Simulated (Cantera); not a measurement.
A closed system holds: 1 mol FeCl₂, 1 mol HCl, 4.5 mol H₂, at 1827 °C and 13.3 mbar.

Method: chemical equilibrium by Gibbs-energy minimisation in Cantera with the NASA 1993 tables (ideal gas, pure condensed phases). Candidate condensed phases: Fe, FeCl₂, FeCl₃; 11 gas species. The numbers say what is thermodynamically allowed, not how fast it happens.

Q: What is the equilibrium state?

A: 
```json
{
  "x(H₂)": "0.585",
  "x(HCl)": "0.244",
  "x(FeCl₂)": "0.0896",
  "x(Fe)": "0.0533",
  "x(H)": "0.0206",
  "x(Cl)": "0.00634",
  "x(FeCl)": "0.000577",
  "x(FeCl₃)": "1.92e-6",
  "gas_amount": "6.967 mol",
  "log10 activity of Fe(l) (absent)": "-0.17",
  "log10 activity of FeCl₂(l) (absent)": "-4.66"
}
```
